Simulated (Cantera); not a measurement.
Feed: 1 mol Zr, 0.037 mol H2O, 0.57 mol N2, equilibrated at 7.50 Torr.

Method: chemical equilibrium by Gibbs-energy minimisation in Cantera with the NASA 1993 tables (ideal gas, pure condensed phases). Candidate condensed phases: H2O, Zr, ZrN, ZrO2; 28 gas species. Mutual solubility and eutectic melting of coexisting phases are not modelled. ZrN: taken at fixed stoichiometry. Condensed phases not in the tables: solid solutions among these carbides, nitrides and lower oxides. Rates play no part.

**Question.** At 2027 °C, list the 5 most abundant gas species with their mole fractions, and the condensed phases.

**Answer.** N2 0.664, H2 0.284, H 0.0516, H2O 4.91e-5, ZrO 3.71e-5. Condensed: ZrN(s) + ZrO2(tetragonal).
